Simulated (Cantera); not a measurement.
Feed: 1 mol Fe, a varied amount of H₂O, at 1327 °C and 101000 Pa.

Equilibrium computed with Cantera from the NASA thermochemical tables; the gas is ideal and each condensed phase is pure. Candidate condensed phases: Fe, FeO, Fe(OH)₂, Fe(OH)₃, Fe₂O₃, Fe₃O₄, H₂O; 12 gas species. Mutual solubility and eutectic melting of coexisting phases are not modelled. The tables' stoichiometric FeO is somewhat more stable than real wüstite, so its field is too wide. FeO: taken at fixed stoichiometry. Kinetics and transport are ignored.

Q: At 0.12 mol H₂O, list the 4 most abundant gas species with their mole fractions, and the condensed phases.

A: H₂ 0.686, H₂O 0.314, H 4.47e-5, Fe(OH)₂ 1.20e-5. Condensed: Fe(γ) + FeO(s).
